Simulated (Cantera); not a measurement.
A perfectly stirred reactor is fed with C₃H₈ : O₂ : N₂ = 1 : 5.81 : 21.9 (molar parts), equivalence ratio 0.86, at 10.0 bar; it is adiabatic with a 400 K inlet, and is followed from long to short residence time, starting on the burning branch (τ in s: 0.026, 0.014, 0.0075, 0.004, 0.0021, 0.0011, 0.0006, 0.00032, 0.00017, 9.1e-05, 4.8e-05, 2.6e-05, 1.4e-05).

Cantera simulation using GRI-Mech 3.0 (53 species, 325 reactions); the numbers are that mechanism's predictions, not measurements. GRI-Mech 3.0 was tuned for natural gas; its chemistry of propane as a main component is partial and can be far from experiment.

x: mole fraction; the columns are a selection and need not sum to one.

```json
[
 {"τ (s)": "0.026", "T (K)": "2215", "x C₃H₈": "1.59e-7", "x O₂": "0.0270", "x NO": "0.00108", "x C₂H": "4.78e-9", "x C₂H₂": "1.28e-6", "x N₂O": "8.38e-7"},
 {"τ (s)": "0.014", "T (K)": "2214", "x C₃H₈": "2.89e-7", "x O₂": "0.0273", "x NO": "0.000744", "x C₂H": "8.48e-9", "x C₂H₂": "2.20e-6", "x N₂O": "8.75e-7"},
 {"τ (s)": "0.0075", "T (K)": "2211", "x C₃H₈": "5.23e-7", "x O₂": "0.0275", "x NO": "0.000514", "x C₂H": "1.47e-8", "x C₂H₂": "3.65e-6", "x N₂O": "9.38e-7"},
 {"τ (s)": "0.0040", "T (K)": "2206", "x C₃H₈": "9.37e-7", "x O₂": "0.0278", "x NO": "0.000365", "x C₂H": "2.48e-8", "x C₂H₂": "5.76e-6", "x N₂O": "1.04e-6"},
 {"τ (s)": "0.0021", "T (K)": "2198", "x C₃H₈": "…", "x O₂": "0.0283", "x NO": "…", "x C₂H": "…", "x C₂H₂": "…", "x N₂O": "…"},
 {"τ (s)": "0.0011", "T (K)": "2186", "x C₃H₈": "…", "x O₂": "0.0289", "x NO": "…", "x C₂H": "…", "x C₂H₂": "…", "x N₂O": "…"},
 {"τ (s)": "0.00060", "T (K)": "2170", "x C₃H₈": "4.84e-6", "x O₂": "0.0298", "x NO": "0.000162", "x C₂H": "9.30e-8", "x C₂H₂": "1.63e-5", "x N₂O": "1.44e-6"},
 {"τ (s)": "0.00032", "T (K)": "2147", "x C₃H₈": "8.07e-6", "x O₂": "0.0310", "x NO": "0.000128", "x C₂H": "1.33e-7", "x C₂H₂": "2.15e-5", "x N₂O": "1.51e-6"},
 {"τ (s)": "0.00017", "T (K)": "2117", "x C₃H₈": "1.35e-5", "x O₂": "0.0326", "x NO": "0.000100", "x C₂H": "1.85e-7", "x C₂H₂": "2.83e-5", "x N₂O": "1.50e-6"},
 {"τ (s)": "9.1e-5", "T (K)": "2078", "x C₃H₈": "2.27e-5", "x O₂": "0.0349", "x NO": "7.74e-5", "x C₂H": "2.49e-7", "x C₂H₂": "3.77e-5", "x N₂O": "1.42e-6"},
 {"τ (s)": "4.8e-5", "T (K)": "2026", "x C₃H₈": "4.05e-5", "x O₂": "0.0383", "x NO": "5.61e-5", "x C₂H": "3.28e-7", "x C₂H₂": "5.34e-5", "x N₂O": "1.29e-6"},
 {"τ (s)": "2.6e-5", "T (K)": "1950", "x C₃H₈": "8.09e-5", "x O₂": "0.0438", "x NO": "3.46e-5", "x C₂H": "4.18e-7", "x C₂H₂": "8.63e-5", "x N₂O": "1.10e-6"},
 {"τ (s)": "1.4e-5", "T (K)": "400", "x C₃H₈": "0.0348", "x O₂": "0.202", "x NO": "<1e-12", "x C₂H": "<1e-12", "x C₂H₂": "<1e-12", "x N₂O": "<1e-12"}
]
```

Problem. Complete the blanks.

Solution. 
- 0.0021, x C₃H₈: 1.67e-6
- 0.0021, x NO: 0.000268
- 0.0021, x C₂H: 4.06e-8
- 0.0021, x C₂H₂: 8.62e-6
- 0.0021, x N₂O: 1.17e-6
- 0.0011, x C₃H₈: 2.92e-6
- 0.0011, x NO: 0.000204
- 0.0011, x C₂H: 6.35e-8
- 0.0011, x C₂H₂: 1.22e-5
- 0.0011, x N₂O: 1.32e-6
